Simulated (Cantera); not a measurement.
## Ignition delay

Mixture: CH4 : C2H6 : C3H8 : O2 : N2 = 1 : 0.27 : 0.5 : 6.89 : 25.9 (molar parts), equivalence ratio 0.79, at 728 Torr, adiabatic and at constant pressure. Ignition delay is the time to a rise of 400 K.

Detailed kinetics in Cantera: GRI-Mech 3.0 (53 species, 325 reactions). GRI-Mech 3.0 was tuned for natural gas; its chemistry of propane as a main component is partial and can be far from experiment.

| T0 (K) | delay (ms) |
|---|---|
| 1050 | 37.2 |
| 1150 | 6.74 |
| 1250 | 1.43 |
| 1350 | 0.390 |
| 1450 | 0.138 |
| 1550 | 0.0611 |
| 1650 | 0.0324 |
| 1750 | 0.0197 |
| 1850 | 0.0132 |
| 1950 | 0.00949 |

- apparent activation energy between 1750 and 1950 K = 100 kJ/mol
